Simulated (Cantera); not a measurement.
Charge: 1 mol SiCl4, 1.4 mol NH3, 21 mol N2, at 0.0520 bar.

These are equilibrium values from Cantera (NASA tables, ideal gas, pure condensed phases), not measurements of a reactor. Candidate condensed phases: NH4Cl, Si, Si3N4; 28 gas species. The tables' values for SiCl3, SiCl, SiN are old estimates; treat these amounts as uncertain. The numbers say what is thermodynamically allowed, not how fast it happens.

log p: log10 of the partial pressure in bar; n: condensed amount in mol.

| T (°C) | log p N2 | log p HCl | log p H2 | log p SiCl2 | log p SiCl4 | n Si3N4(s) |
|---|---|---|---|---|---|---|
| 700 | -1.35 | -2.27 | -2.77 | -8.22 | -3.13 | 0.213 |
| 800 | -1.35 | -2.26 | -2.80 | -6.83 | -3.16 | 0.222 |
| 900 | -1.36 | -2.24 | -2.82 | -5.68 | -3.20 | 0.228 |
| 1000 | -1.36 | -2.23 | -2.84 | -4.73 | -3.24 | 0.230 |
| 1100 | -1.36 | -2.23 | -2.84 | -3.94 | -3.33 | 0.220 |
| 1200 | -1.36 | -2.25 | -2.81 | -3.33 | -3.55 | ? |
| 1300 | -1.36 | -2.31 | -2.73 | -2.94 | -4.01 | ? |
| 1400 | -1.36 | -2.41 | -2.64 | -2.73 | -4.67 | ? |
| 1500 | -1.36 | -2.41 | -2.64 | -2.72 | -5.15 | 0 |
| 1600 | -1.36 | -2.41 | -2.65 | -2.71 | -5.58 | 0 |
| 1700 | -1.36 | -2.41 | -2.65 | -2.71 | -5.99 | 0 |
| 1800 | -1.36 | -2.41 | -2.65 | -2.71 | -6.36 | 0 |
| 1900 | -1.36 | -2.42 | -2.66 | -2.72 | -6.70 | 0 |

Question: Complete the blanks.

Answer: 
- 1200, n Si3N4(s): 0.179
- 1300, n Si3N4(s): 0.0974
- 1400, n Si3N4(s): 0.000179
